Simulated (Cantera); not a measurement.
What does this Cantera script print?

```python
import numpy as np
import cantera as ct

gas_names = """
    Electron C C+ C- CH CH+ CH2 CH3 CH2OH CH3O CH4 CH3OH CO CO+ CO2 CO2+ COOH C2 C2+ C2- C2H CHCO,ketyl
    C2H2,acetylene C2H2,vinylidene CH2CO,ketene C2H3,vinyl CH3CO,acetyl C2H4 C2H4O,ethylen
    CH3CHO,ethanal CH3COOH (HCOOH)2 C2H5 C2H6 CH3OCH3 C2H5OH C2O C3 C3H3,propargyl C3H4,allene
    C3H4,propyne C3H4,cyclo- C3H5,allyl C3H6,propylene C3H6,cyclo- C3H6O C3H7,n-propyl C3H7,i-propyl
    C3H8 C3H8O,1propanol C3H8O,2propanol C3O2 C4 C4H2 C4H4,1,3-cyclo- C4H6,butadiene C4H6,2-butyne
    C4H6,cyclo- C4H8,1-butene C4H8,cis2-buten C4H8,tr2-butene C4H8,isobutene C4H8,cyclo- (CH3COOH)2
    C4H9,n-butyl C4H9,i-butyl C4H9,s-butyl C4H9,t-butyl C4H10,isobutane C4H10,n-butane C5 C5H6,1,3cyclo-
    C5H8,cyclo- C5H10,1-pentene C5H10,cyclo- C5H11,pentyl C5H11,t-pentyl C5H12,n-pentane C5H12,i-pentane
    CH3C(CH3)2CH3 C6H2 C6H5,phenyl C6H5O,phenoxy C6H6 C6H5OH,phenol C6H10,cyclo- C6H12,1-hexene
    C6H12,cyclo- C6H13,n-hexyl C7H7,benzyl C7H8 C7H8O,cresol C7H14,1-heptene C7H15,n-heptyl
    C7H16,n-heptane C8H8,styrene C8H10,ethylbenz C8H16,1-octene C8H17,n-octyl C8H18,isooctane
    C8H18,n-octane C9H19,n-nonyl C10H8,naphthale C10H21,n-decyl C12H9,o-bipheny C12H10,bipheny H H+ H-
    HCO HCO+ HO2 H2 H2+ H2- HCHO,formaldehy HCOOH H2O H2O+ H2O2 H3O+ O O+ O- OH OH+ OH- O2 O2+ O2- O3
""".split()
cond_names = """
    C(gr) C6H6(L) C7H8(L) C8H18(L),n-octa H2O(s) H2O(L)
""".split()


def load(file, names, dense=False):
    # The tables refer to 1 bar. Condensed volumes are neglected.
    table = {s.name: s for s in ct.Species.list_from_file(file)}
    out = []
    for n in names:
        d = dict(table[n].input_data)
        d["thermo"] = dict(d["thermo"], **{"reference-pressure": 1e5})
        if dense:
            d["equation-of-state"] = {"model": "constant-volume", "density": "1e6 g/cm^3"}
        out.append(ct.Species.from_dict(d))
    return out


gas = ct.Solution(thermo="ideal-gas", species=load("nasa_gas.yaml", gas_names))
cond = {s.name: ct.Solution(thermo="fixed-stoichiometry", species=[s], name=s.name)
        for s in load("nasa_condensed.yaml", cond_names, dense=True)}
atoms = {
    'acetone': {'C': 3, 'H': 6, 'O': 1},
    'O2': {'O': 2},
}
top_T = {'C(gr)': 4500}  # K; cautious upper limits of use, not melting points


def equilibrate(T, P, feed):
    n = {}
    for name, mol in feed.items():
        for a, k in atoms[name].items():
            n[a] = n.get(a, 0.0) + k * mol
    gas.TPX = T, P, n
    mass = sum(n.values()) * gas.mean_molecular_weight
    gas.equilibrate("TP")
    valid = [c for c in cond.values() if c.min_temp <= T <= top_T.get(c.name, c.max_temp)]
    mix = ct.Mixture([(gas, mass / gas.mean_molecular_weight)] + [(c, 0.0) for c in valid])
    mix.T, mix.P = T, P
    mix.equilibrate("TP", solver="vcs", rtol=1e-11, max_steps=5000)
    return mix


results = []
feed = {'acetone': 1, 'O2': 2}  # mol
P = 260000  # Pa
for T in [2000, 2500, 3000, 3500, 4000, 4500, 5000]:
    mix = equilibrate(T, P, feed)
    results.append((T, P, feed, dict(zip(mix.species_names, mix.species_moles))))

top = {s: max(r[3][s] / sum(r[3][g] for g in gas_names) for r in results) for s in gas_names}
cols = sorted((s for s in top if top[s] > 0.001), key=lambda s: -top[s])[:5]
seen = [c for c in cond_names if any(r[3].get(c, 0) > 1e-12 for r in results)]
print("log10 of partial pressures in bar; condensed amounts in mol")
print(f"{'T/K':>10s}" + "".join(f"{s[:9]:>10s}" for s in cols + seen))
for T, P, feed, n in results:
    ng = sum(n[g] for g in gas_names)
    print(f"{T:10.4g}" + "".join(f"{np.log10(max(n[s] / ng * P / 1e5, 1e-99)):10.3f}" for s in cols)
          + "".join(f"{n.get(c, 0):10.4g}" for c in seen))
```

It prints:

```
log10 of partial pressures in bar; condensed amounts in mol
       T/K         H        CO       H2O        H2         O
      2000    -2.879     0.030    -0.194    -0.181    -6.728
      2500    -1.705     0.042    -0.177    -0.210    -4.031
      3000    -0.929     0.038    -0.208    -0.255    -2.248
      3500    -0.395     0.006    -0.428    -0.333    -1.124
      4000    -0.062    -0.061    -1.037    -0.529    -0.586
      4500     0.082    -0.115    -1.974    -0.913    -0.399
      5000     0.129    -0.138    -2.961    -1.360    -0.348
```

Method: chemical equilibrium by Gibbs-energy minimisation in Cantera with the NASA 1993 tables (ideal gas, pure condensed phases). The feed counts by its element totals alone.
